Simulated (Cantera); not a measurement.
Input (Python, Cantera):

```python
import numpy as np
import cantera as ct

gas = ct.Solution("h2o2.yaml")
gas.TPX = 350, 510000, {'H2': 1, 'O2': 0.385, 'N2': 1.45}
flame = ct.FreeFlame(gas, width=0.013)
flame.set_refine_criteria(ratio=3, slope=0.08, curve=0.16)
flame.transport_model = "mixture-averaged"
flame.solve(loglevel=0, auto=True)
z, T = flame.grid, flame.T
thick = (T[-1] - T[0]) / np.gradient(T, z).max()
show = ['H2', 'O2', 'H2O2', 'OH', 'H2O', 'H']
print(f"laminar burning velocity  {flame.velocity[0] * 100:.3f} cm/s")
print(f"burnt temperature         {T[-1]:.1f} K")
print(f"thermal thickness         {thick * 1e3:.4f} mm")
print(f"grid points               {len(z)}")
z0 = z[flame.heat_release_rate.argmax()]
print(f"{'z/mm':>9s}{'T/K':>9s}{'u/(m/s)':>9s}" + "".join(f"{s:>11s}" for s in show))
rows = []
for k in (-3, -2, -1.5, -1, -0.5, -0.25, 0, 0.25, 0.5, 1, 2, 4, 8):
    zz = z0 + k * thick
    rows.append([k * thick, np.interp(zz, z, T), np.interp(zz, z, flame.velocity),
                 *(np.interp(zz, z, flame.X[gas.species_index(s)]) for s in show)])
    print(f"{rows[-1][0] * 1e3:9.3f}{rows[-1][1]:9.1f}{rows[-1][2]:9.3f}" + "".join(f"{x:11.3e}" for x in rows[-1][3:]))
```

Result:

```
laminar burning velocity  350.046 cm/s
burnt temperature         2398.3 K
thermal thickness         0.0449 mm
grid points               112
     z/mm      T/K  u/(m/s)         H2         O2       H2O2         OH        H2O          H
   -0.135    350.0    3.500  3.527e-01  1.358e-01  1.142e-12  1.043e-14  2.129e-10  1.876e-16
   -0.090    350.0    3.500  3.527e-01  1.358e-01  1.103e-10  8.171e-13  1.646e-08  1.188e-14
   -0.067    350.1    3.500  3.525e-01  1.358e-01  2.018e-09  4.173e-11  2.570e-07  4.406e-13
   -0.045    351.1    3.505  3.512e-01  1.361e-01  8.128e-08  6.907e-09  8.300e-06  6.856e-11
   -0.022    402.6    3.927  3.337e-01  1.390e-01  2.459e-05  1.326e-05  1.763e-03  1.095e-06
   -0.011    723.1    6.765  2.881e-01  1.330e-01  1.589e-04  1.020e-03  2.883e-02  1.390e-03
    0.000   1211.7   10.998  2.177e-01  1.029e-01  6.879e-05  2.289e-03  1.015e-01  1.285e-02
    0.011   1563.1   14.021  1.500e-01  5.885e-02  7.432e-06  5.190e-03  1.854e-01  2.881e-02
    0.022   1764.4   15.745  1.098e-01  2.826e-02  3.378e-06  8.215e-03  2.401e-01  3.715e-02
    0.045   1950.6   17.285  8.776e-02  8.890e-03  1.805e-06  1.086e-02  2.760e-01  3.575e-02
    0.090   2103.5   18.482  8.539e-02  3.745e-03  9.680e-07  1.056e-02  2.898e-01  2.598e-02
    0.180   2223.6   19.386  8.588e-02  1.859e-03  5.523e-07  8.425e-03  2.992e-01  1.675e-02
    0.359   2305.5   19.981  8.611e-02  7.948e-04  3.063e-07  5.877e-03  3.064e-01  1.019e-02
```

Computed with Cantera and the H2/O2 subset of GRI-Mech 3.0, which has no nitrogen chemistry. The hydrogen kinetics of GRI-Mech 3.0 are dated; newer H2 mechanisms differ, most at raised pressure. Burning velocities carry a grid error of a few per cent, more on coarse grids.
